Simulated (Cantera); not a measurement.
Mixture: CH4 : O2 : N2 = 1 : 4.35 : 16.3 (molar parts), equivalence ratio 0.46, at 7.10 bar, adiabatic and at constant volume. Ignition delay is the time to a rise of 400 K.

Model: GRI-Mech 3.0 (53 species, 325 reactions), integrated in Cantera.

Task: What does this change do: pressure from 7.10 bar to 0.360 bar?

Result: 
```csv
quantity,before,after
delay at 1225 K,3.42 ms,46.2 ms
delay at 1425 K,0.368 ms,4.07 ms
delay at 1625 K,62.6 µs,0.799 ms
delay at 1825 K,15.9 µs,0.239 ms
delay at 2025 K,5.50 µs,91.1 µs
apparent activation energy between 1825 and 2025 K,160 kJ/mol,150 kJ/mol
```

Task: What does this change do: pressure from 7.10 bar to 10.0 bar?

Result: 
```json
[
 {"quantity": "delay at 1225 K", "before": "3.42 ms", "after": "2.43 ms"},
 {"quantity": "delay at 1425 K", "before": "0.368 ms", "after": "0.273 ms"},
 {"quantity": "delay at 1625 K", "before": "62.6 µs", "after": "47.5 µs"},
 {"quantity": "delay at 1825 K", "before": "15.9 µs", "after": "12.0 µs"},
 {"quantity": "delay at 2025 K", "before": "5.50 µs", "after": "4.09 µs"},
 {"quantity": "apparent activation energy between 1825 and 2025 K", "before": "160 kJ/mol", "after": "170 kJ/mol"}
]
```
